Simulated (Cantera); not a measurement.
A Cantera script and its output.

```python
import numpy as np
import cantera as ct

gas = ct.Solution("gri30.yaml")
gas.TPX = 1323, 100000, {'CH4': 0.0021, 'O2': 0.0027, 'N2': 1}
reactor = ct.IdealGasConstPressureReactor(gas, energy="off", clone=False)
net = ct.ReactorNet([reactor])
net.rtol, net.atol = 1e-08, 1e-18
show = ['CH4', 'O2', 'CO', 'CH2O', 'CH2', 'NO2', 'N2O']
times = np.geomspace(3e-06, 2, 13)

steps = ct.SolutionArray(gas, extra=["t"])
rows = []
print(f"{'t/s':>10s}{'T/K':>9s}{'P/Pa':>11s}" + "".join(f"{s:>11s}" for s in show))
for t in times:
    while net.time < t:
        t_next = net.step()
        steps.append(gas.state, t=t_next)
    rows.append([np.interp(t, steps.t, y) for y in (steps.T, steps.P, *steps(*show).X.T)])
    print(f"{t:10.3e}{rows[-1][0]:9.1f}{rows[-1][1]:11.4g}" + "".join(f"{x:11.3e}" for x in rows[-1][2:]))
rate = np.gradient(steps.T, steps.t)
print("integrator steps:", len(steps.t))
if steps.T.max() > steps.T[0] + 200:
    print(f"time of steepest temperature rise: {steps.t[rate.argmax()]:.4e} s")
gas.TPX = 1323, 100000, {'CH4': 0.0021, 'O2': 0.0027, 'N2': 1}
gas.equilibrate("TP")
print(f"equilibrium (TP): T = {gas.T:.1f} K  " + "  ".join(f"{s} {gas[s].X[0]:.3e}" for s in show))
```

It prints:

```
       t/s      T/K       P/Pa        CH4         O2         CO       CH2O        CH2        NO2        N2O
 3.000e-06   1323.0      1e+05  2.090e-03  2.687e-03  4.322e-21  1.572e-15  7.027e-21  5.719e-32  3.837e-17
 9.172e-06   1323.0      1e+05  2.090e-03  2.687e-03  2.701e-19  1.562e-14  2.087e-19  6.100e-30  1.265e-16
 2.804e-05   1323.0      1e+05  2.090e-03  2.687e-03  1.824e-17  1.631e-13  6.017e-18  8.031e-28  5.311e-16
 8.572e-05   1323.0      1e+05  2.090e-03  2.687e-03  8.847e-16  1.897e-12  9.949e-17  1.029e-25  3.220e-15
 2.621e-04   1323.0      1e+05  2.090e-03  2.687e-03  1.916e-14  2.258e-11  5.658e-16  7.772e-24  1.799e-14
 8.012e-04   1323.0      1e+05  2.090e-03  2.687e-03  2.734e-13  2.422e-10  2.383e-15  3.062e-22  9.225e-14
 2.449e-03   1323.0      1e+05  2.090e-03  2.687e-03  4.662e-12  2.487e-09  1.244e-14  8.808e-21  5.161e-13
 7.489e-03   1323.0      1e+05  2.090e-03  2.687e-03  1.176e-10  2.558e-08  8.681e-14  1.912e-19  2.614e-12
 2.289e-02   1323.0      1e+05  2.089e-03  2.687e-03  4.309e-09  2.435e-07  6.106e-13  3.056e-18  1.006e-11
 6.999e-02   1323.0      1e+05  2.085e-03  2.685e-03  1.417e-07  1.644e-06  2.349e-12  5.748e-17  3.814e-11
 2.140e-01   1323.0      1e+05  2.059e-03  2.672e-03  3.920e-06  7.709e-06  1.233e-11  1.848e-15  1.951e-10
 6.542e-01   1323.0      1e+05  1.747e-03  2.504e-03  1.011e-04  1.299e-05  2.659e-10  1.146e-13  1.710e-09
 2.000e+00   1323.0      1e+05  3.010e-05  4.053e-06  1.550e-03  3.739e-09  3.844e-11  5.835e-12  2.888e-10
integrator steps: 1872
equilibrium (TP): T = 1323.0 K  CH4 1.365e-13  O2 3.115e-14  CO 1.207e-03  CH2O 9.949e-13  CH2 2.465e-21  NO2 7.571e-19  N2O 1.468e-14
```

Cantera simulation using GRI-Mech 3.0 (53 species, 325 reactions); the numbers are that mechanism's predictions, not measurements.
